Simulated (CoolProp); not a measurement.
Aqueous methanol as a coolant, at 12 °C, 1 atm.

Values from CoolProp's Melinder's fits for secondary coolants.

```tsv
mass %	freezing point (°C)	cp (kJ/(kg K))	viscosity (mPa s)	density (kg/m³)	conductivity (W/(m K))
4.5	-2.7	___	1.42	991.6	0.558
12.4	-8.4	4.194	1.76	979.8	___
20.2	-15.3	4.096	2.07	969.1	0.474
28.1	___	___	2.29	958.0	0.435
36	-33.2	3.848	2.37	945.8	0.399
43.9	-44.5	3.692	___	932.3	0.366
51.7	___	3.509	2.20	917.6	___
59.6	-72.2	3.326	2.00	901.1	0.310
```

Q: What belongs in the gaps?

A: 
- 4.5, cp (kJ/(kg K)): 4.230
- 12.4, conductivity (W/(m K)): 0.514
- 28.1, freezing point (°C): -23.5
- 28.1, cp (kJ/(kg K)): 3.979
- 43.9, viscosity (mPa s): 2.33
- 51.7, freezing point (°C): -57.4
- 51.7, conductivity (W/(m K)): 0.337
